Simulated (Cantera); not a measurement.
Transport properties of process gases

Gas mixture: C2H2 : CO2 = 0.83 : 0.31 (molar parts), at 750 Torr, frozen composition.

Cantera's kinetic-theory transport with the Lennard-Jones parameters of GRI-Mech 3.0, ideal gas; thermal conductivity in the multicomponent form. The composition is frozen, though it would react at the higher temperatures.

```json
[
 {"T (K)": "400", "ρ (kg/m³)": "0.930", "cp (J/kg/K)": "1546", "μ (µPa s)": "15.5", "λ (mW/m/K)": "32.6", "Pr": "0.734", "D (cm²/s) NO": "0.275", "D (cm²/s) OH": "0.424", "D (cm²/s) H2O": "0.301"},
 {"T (K)": "600", "ρ (kg/m³)": "0.620", "cp (J/kg/K)": "1785", "μ (µPa s)": "21.6", "λ (mW/m/K)": "52.5", "Pr": "0.734", "D (cm²/s) NO": "0.560", "D (cm²/s) OH": "0.858", "D (cm²/s) H2O": "0.659"},
 {"T (K)": "800", "ρ (kg/m³)": "0.465", "cp (J/kg/K)": "1946", "μ (µPa s)": "26.8", "λ (mW/m/K)": "71.1", "Pr": "0.734", "D (cm²/s) NO": "0.917", "D (cm²/s) OH": "1.40", "D (cm²/s) H2O": "1.12"},
 {"T (K)": "1000", "ρ (kg/m³)": "0.372", "cp (J/kg/K)": "2076", "μ (µPa s)": "31.5", "λ (mW/m/K)": "89.2", "Pr": "0.733", "D (cm²/s) NO": "1.34", "D (cm²/s) OH": "2.04", "D (cm²/s) H2O": "1.68"},
 {"T (K)": "1200", "ρ (kg/m³)": "0.310", "cp (J/kg/K)": "2182", "μ (µPa s)": "35.7", "λ (mW/m/K)": "107", "Pr": "0.732", "D (cm²/s) NO": "1.82", "D (cm²/s) OH": "2.77", "D (cm²/s) H2O": "2.32"},
 {"T (K)": "1400", "ρ (kg/m³)": "0.266", "cp (J/kg/K)": "2267", "μ (µPa s)": "39.7", "λ (mW/m/K)": "123", "Pr": "0.731", "D (cm²/s) NO": "2.35", "D (cm²/s) OH": "3.58", "D (cm²/s) H2O": "3.04"},
 {"T (K)": "1600", "ρ (kg/m³)": "0.232", "cp (J/kg/K)": "2336", "μ (µPa s)": "43.4", "λ (mW/m/K)": "139", "Pr": "0.730", "D (cm²/s) NO": "2.94", "D (cm²/s) OH": "4.47", "D (cm²/s) H2O": "3.83"},
 {"T (K)": "1800", "ρ (kg/m³)": "0.207", "cp (J/kg/K)": "2392", "μ (µPa s)": "46.9", "λ (mW/m/K)": "154", "Pr": "0.729", "D (cm²/s) NO": "3.57", "D (cm²/s) OH": "5.44", "D (cm²/s) H2O": "4.68"}
]
```
D: mixture-averaged diffusion coefficient of that species in the mixture.
